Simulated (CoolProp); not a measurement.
Computed with CoolProp (reference Helmholtz-energy equation of state, Smukala 2000).

Q: For ethylene, give the phase and the Z, cv (kJ/(kg K)), Joule-Thomson coefficient (K/MPa), expansivity (1/kK) at 114 K and 0.0231 MPa.

A: 
- 114 K and 0.0231 MPa: liquid; Z 0.00107, cv 1.58, Joule-Thomson coefficient -0.495, expansivity 1.99
